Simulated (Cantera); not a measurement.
An isothermal, constant-pressure homogeneous reactor starts with 26.3 % CH₄, 73.7 % H₂O, at 1600 K and 1.40 bar.

Model: GRI-Mech 3.0 (53 species, 325 reactions), integrated in Cantera.

x: mole fraction; the columns are a selection and need not sum to one.

```
t (s)      x CH₄  x H₂O     x HCO     x H₂  x CH₂CO   x HO₂      x O₂
--------  ------  -----  --------  -------  -------  ------  --------
0.000400   0.261  0.736  4.28e-10  0.00148  2.07e-9  <1e-12  8.27e-12
0.00108    0.255  0.735       [?]  0.00588  1.28e-7  <1e-12  5.41e-11
0.00291    0.240  0.727       [?]   0.0224  3.76e-6  <1e-12  2.11e-10
0.00783    0.207  0.707       [?]   0.0630  2.29e-5  <1e-12  3.44e-10
0.0211     0.157  0.672       [?]    0.127  4.50e-5  <1e-12  2.01e-10
0.0569     0.100  0.628   1.23e-9    0.203  5.68e-5  <1e-12  7.64e-11
0.153     0.0576  0.572   1.28e-9    0.279  5.33e-5  <1e-12  4.39e-11
0.413     0.0393  0.498       [?]    0.350  3.41e-5  <1e-12  2.83e-11
1.11      0.0309  0.415       [?]    0.421  1.46e-5  <1e-12  1.85e-11
3.00      0.0201  0.344       [?]    0.484  4.07e-6  <1e-12  1.30e-11
```

Question: Complete the blanks.

Answer: 
- 0.00108, x HCO: 2.03e-9
- 0.00291, x HCO: 3.32e-9
- 0.00783, x HCO: 2.44e-9
- 0.0211, x HCO: 1.67e-9
- 0.413, x HCO: 2.12e-9
- 1.11, x HCO: 3.82e-9
- 3.00, x HCO: 5.79e-9
